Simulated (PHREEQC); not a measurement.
0.025 g of hydrous ferric oxide (600 m²/g; 0.2 weak and 0.005 strong sites per Fe, Dzombak-Morel constants, diffuse double layer) in 1 kg of water with 0.001 mol/kgw of an inert sodium salt and 5.8e-08 mol Na2SO4, at 25 °C; the pH is set by adding NaOH or the inert anion's acid. O2 is buffered at 0.21 atm. No CO2 enters from the air. No solid was allowed to form.

All values are PHREEQC results (ion-association model, wateq4f.dat), not measurements.

```csv
pH,S sorbed (%),surface charge σ (C/m²),surface potential ψ (mV)
3,100.0,0.252,234
3.67,100.0,0.152,221
4.33,99.9,0.089,198
5,99.2,0.050,169
5.67,91.1,0.026,136
6.33,39.9,0.013,101
7,3.5,0.006,64
7.67,0.2,0.002,25
8.33,0.0,-0.001,-13
9,0.0,-0.004,-51
9.67,0.0,-0.010,-89
10.33,0.0,-0.023,-124
11,0.0,-0.054,-155
```

The oxide is taken as insoluble; below pH 4 it would dissolve.
